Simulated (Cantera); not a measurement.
An adiabatic, constant-pressure homogeneous reactor starts with 6.54 % H2, 9.09 % O2, 84.4 % N2, equivalence ratio 0.36, at 1625 K and 60000 Pa.

Detailed kinetics in Cantera: the H2/O2 subset of GRI-Mech 3.0, which has no nitrogen chemistry.

### Question
Predict: time of steepest temperature rise; temperature at 1.00 s; equilibrium temperature; x(H2) at 1.00 s; x(O2) at 1.00 s; x(HO2) at 1.00 s; x(OH) at 1.00 s; x(H) at 1.00 s; x(H2O) at 1.00 s.

### Answer
time of steepest temperature rise: 35.8 µs
temperature at 1.00 s: 2073 K
equilibrium temperature: 2073 K
x(H2) at 1.00 s: 0.000173 (gas-phase equilibrium 0.000173)
x(O2) at 1.00 s: 0.0596 (gas-phase equilibrium 0.0596)
x(HO2) at 1.00 s: 1.05e-6 (gas-phase equilibrium 1.05e-6)
x(OH) at 1.00 s: 0.00195 (gas-phase equilibrium 0.00195)
x(H) at 1.00 s: 4.50e-5 (gas-phase equilibrium 4.50e-5)
x(H2O) at 1.00 s: 0.0664 (gas-phase equilibrium 0.0664)
